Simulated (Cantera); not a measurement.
A closed system holds: 1 mol Pb, 2.6 mol CO, 7.7 mol N2, at 775 °C.

Cantera equilibrium calculation (NASA polynomials, part measured and part estimated; ideal gas, pure solids and liquids). Candidate condensed phases: C, Pb, PbO, PbO2, Pb3O4; 27 gas species. Equilibrium is a limit: real reactors are often held back by kinetics, nucleation or transport.

x: gas mole fraction; n: condensed amount in mol.

```json
[
 {"P (Pa)": "10", "x N2": "0.681", "x CO": "0.230", "x Pb": "0.0885", "x CO2": "1.17e-6", "n Pb(l)": "0", "n C(graphite)": "0"},
 {"P (Pa)": "36", "x N2": "0.681", "x CO": "0.230", "x Pb": "0.0885", "x CO2": "4.22e-6", "n Pb(l)": "0", "n C(graphite)": "0"},
 {"P (Pa)": "130", "x N2": "0.722", "x CO": "0.244", "x Pb": "0.0345", "x CO2": "1.71e-5", "n Pb(l)": "0.632", "n C(graphite)": "0"},
 {"P (Pa)": "460", "x N2": "0.740", "x CO": "0.250", "x Pb": "0.00974", "x CO2": "6.35e-5", "n Pb(l)": "0.899", "n C(graphite)": "[?]"},
 {"P (Pa)": "1700", "x N2": "0.746", "x CO": "0.251", "x Pb": "0.00264", "x CO2": "0.000238", "n Pb(l)": "0.973", "n C(graphite)": "[?]"},
 {"P (Pa)": "6000", "x N2": "0.748", "x CO": "0.251", "x Pb": "0.000747", "x CO2": "0.000835", "n Pb(l)": "0.992", "n C(graphite)": "[?]"},
 {"P (Pa)": "22000", "x N2": "0.750", "x CO": "0.247", "x Pb": "0.000204", "x CO2": "0.00297", "n Pb(l)": "0.998", "n C(graphite)": "[?]"},
 {"P (Pa)": "77000", "x N2": "0.755", "x CO": "0.236", "x Pb": "5.82e-5", "x CO2": "0.00948", "n Pb(l)": "0.999", "n C(graphite)": "[?]"},
 {"P (Pa)": "280000", "x N2": "0.767", "x CO": "0.206", "x Pb": "1.60e-5", "x CO2": "0.0264", "n Pb(l)": "1.000", "n C(graphite)": "[?]"},
 {"P (Pa)": "1000000", "x N2": "0.788", "x CO": "0.157", "x Pb": "4.48e-6", "x CO2": "0.0546", "n Pb(l)": "1.000", "n C(graphite)": "[?]"}
]
```

Problem. Some entries are withheld; supply them.

Solution. 
- 460, n C(graphite): 0.000661
- 1700, n C(graphite): 0.00245
- 6000, n C(graphite): 0.00860
- 22000, n C(graphite): 0.0305
- 77000, n C(graphite): 0.0967
- 280000, n C(graphite): 0.265
- 1000000, n C(graphite): 0.533
